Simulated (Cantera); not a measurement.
# Equilibrium for oxide etching and cleaning by halides: Fe2O3 + HCl + H2

Feed: 1 mol Fe2O3, 1.4 mol HCl, 32 mol H2, equilibrated at 13.3 mbar.

Method: chemical equilibrium by Gibbs-energy minimisation in Cantera with the NASA 1993 tables (ideal gas, pure condensed phases). Candidate condensed phases: Fe, FeCl2, FeCl3, FeO, Fe(OH)2, Fe(OH)3, Fe2O3, Fe3O4, H2O; 22 gas species. The numbers say what is thermodynamically allowed, not how fast it happens.

From 1100 K to 1150 K the condensed part is Fe(α). From 1200 K to 1650 K the condensed part is Fe(γ). From 1700 K to 1750 K the condensed part is Fe(δ). The main Fe-bearing gas is FeCl2 throughout. The share of Fe in condensed phases is highest at 1100 K (99.1 %) and lowest at 1750 K (95.2 %).

| T (K) | x H2 | x H2O | x HCl | x H | n Fe(α) | n Fe(γ) | n Fe(δ) |
|---|---|---|---|---|---|---|---|
| 1100 | 0.869 | 0.0898 | 0.0409 | 2.09e-7 | 1.98 | 0 | 0 |
| 1150 | 0.869 | 0.0898 | 0.0407 | 6.02e-7 | 1.98 | 0 | 0 |
| 1200 | 0.869 | 0.0898 | 0.0405 | 1.59e-6 | 0 | 1.98 | 0 |
| 1250 | 0.869 | 0.0898 | 0.0403 | 3.90e-6 | 0 | 1.97 | 0 |
| 1300 | 0.869 | 0.0898 | 0.0401 | 8.93e-6 | 0 | 1.97 | 0 |
| 1350 | 0.869 | 0.0898 | 0.0399 | 1.92e-5 | 0 | 1.97 | 0 |
| 1400 | 0.869 | 0.0898 | 0.0397 | 3.93e-5 | 0 | 1.96 | 0 |
| 1450 | 0.869 | 0.0898 | 0.0395 | 7.64e-5 | 0 | 1.96 | 0 |
| 1500 | 0.869 | 0.0898 | 0.0392 | 0.000142 | 0 | 1.96 | 0 |
| 1550 | 0.869 | 0.0898 | 0.0390 | 0.000254 | 0 | 1.95 | 0 |
| 1600 | 0.869 | 0.0898 | 0.0388 | 0.000439 | 0 | 1.95 | 0 |
| 1650 | 0.869 | 0.0898 | 0.0386 | 0.000733 | 0 | 1.94 | 0 |
| 1700 | 0.868 | 0.0897 | 0.0384 | 0.00119 | 0 | 0 | 1.93 |
| 1750 | 0.867 | 0.0896 | 0.0381 | 0.00188 | 0 | 0 | 1.90 |
x: gas mole fraction; n: condensed amount in mol.
